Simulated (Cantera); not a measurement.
Feed: 1 mol toluene, 1.6 mol O2, 23 mol H2, held at 1650 K and 2.30 mbar.

Method: chemical equilibrium by Gibbs-energy minimisation in Cantera with the NASA 1993 tables (ideal gas, pure condensed phases). Candidate condensed phases: C, C6H6, C7H8, C8H18, H2O; 110 gas species. Equilibrium is a limit: real reactors are often held back by kinetics, nucleation or transport.

Base state: H2 0.892, CO 0.106, H 0.00179, C2H2 (acetylene) 4.07e-5 (mole fractions); condensed: C(graphite).

What changes in the equilibrium state with this change: toluene replaced by CO?


```tsv
species	before	after
H2	0.892	0.825
H2O	1.40e-7	0.131
CO	0.106	0.0397
CO2	5.16e-9	0.00196
C2H2 (acetylene)	4.07e-5	<1e-9
OH	<1e-9	1.24e-5
C(graphite), mol	3.80	0
```
